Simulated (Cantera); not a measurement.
Input: 1 mol BN, 1 mol F₂, at 1523 K and 0.133 bar.

Equilibrium computed with Cantera from the NASA thermochemical tables; the gas is ideal and each condensed phase is pure. Candidate condensed phases: B, BN; 13 gas species. The tables' values for BF₂ are old estimates; treat these amounts as uncertain. Equilibrium is a limit: real reactors are often held back by kinetics, nucleation or transport.

Base state: BF₃ 0.665, N₂ 0.333, BF₂ 0.00175, BF 1.16e-5 (mole fractions); condensed: BN(s).

Question: What changes in the equilibrium state with this change: F₂ from 1 to 11 mol?

Answer: 
```tsv
species	before	after
F	<1e-9	0.914
BF₃	0.665	0.0494
N₂	0.333	0.0247
F₂	<1e-9	0.0122
BF₂	0.00175	<1e-9
BF	1.16e-5	<1e-9
BN(s), mol	0.333	0
```
